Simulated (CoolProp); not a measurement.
Properties of ethane along the isotherm 277.2 K (Tc = 305.3 K, pc = 4872 kPa, ω = 0.099).

Computed with CoolProp (reference Helmholtz-energy equation of state, Bücker 2006).

| p (kPa) | phase | cp (kJ/(kg K)) | Prandtl number |
|---|---|---|---|
| 174 | gas | 1.690 | 0.799 |
| 348 | gas | 1.719 | 0.808 |
| 522 | gas | 1.753 | 0.819 |
| 696 | gas | 1.790 | 0.831 |
| 870 | gas | 1.833 | 0.845 |
| 1040 | gas | 1.879 | 0.860 |
| 1220 | gas | 1.935 | 0.879 |
| 1390 | gas | 1.997 | 0.900 |
| 1570 | gas | 2.072 | 0.926 |
| 1740 | gas | 2.158 | 0.955 |
| 1910 | gas | 2.262 | 0.990 |
| 2090 | gas | 2.402 | 1.04 |
| 2260 | gas | 2.576 | 1.09 |
| 2440 | gas | 2.837 | 1.18 |

Viscosity comes from a separate model (Friend 1991). Thermal conductivity comes from a separate model (Friend 1991).
